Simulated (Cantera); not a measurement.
**NO annealing gas**

An isothermal, constant-pressure homogeneous reactor starts with NO : N₂ = 1 : 0.3 (molar parts), at 2125 K and 0.280 bar.

Detailed kinetics in Cantera: GRI-Mech 3.0 (53 species, 325 reactions).

| t (s) | x NO | x N₂ | x NO₂ | x O | x O₂ |
|---|---|---|---|---|---|
| 5.00e-6 | 0.769 | 0.231 | 2.31e-8 | 2.25e-6 | 3.24e-9 |
| 1.68e-5 | 0.769 | 0.231 | 2.47e-7 | 7.43e-6 | 3.63e-8 |
| 5.62e-5 | 0.769 | 0.231 | 2.37e-6 | 2.41e-5 | 4.02e-7 |
| 0.000188 | 0.769 | 0.231 | 1.73e-5 | 7.77e-5 | 4.79e-6 |
| 0.000631 | 0.768 | 0.231 | 7.74e-5 | 0.000251 | 7.47e-5 |
| 0.00212 | 0.766 | 0.232 | 0.000140 | 0.000445 | 0.000875 |
| 0.00709 | 0.760 | 0.235 | 0.000156 | 0.000490 | 0.00427 |
| 0.0238 | 0.736 | 0.247 | 0.000193 | 0.000595 | 0.0160 |
| 0.0797 | 0.656 | 0.287 | 0.000267 | 0.000859 | 0.0560 |
| 0.267 | 0.421 | 0.404 | 0.000287 | 0.00135 | 0.173 |
| 0.895 | 0.102 | 0.564 | 9.64e-5 | 0.00182 | 0.332 |
| 3.00 | 0.0168 | 0.606 | 1.68e-5 | 0.00192 | 0.375 |
x: mole fraction; the columns are a selection and need not sum to one.

Equilibrium at this temperature and pressure: NO 0.0125, N₂ 0.609, NO₂ 1.25e-5, O 0.00193, O₂ 0.377 (gas phase only).
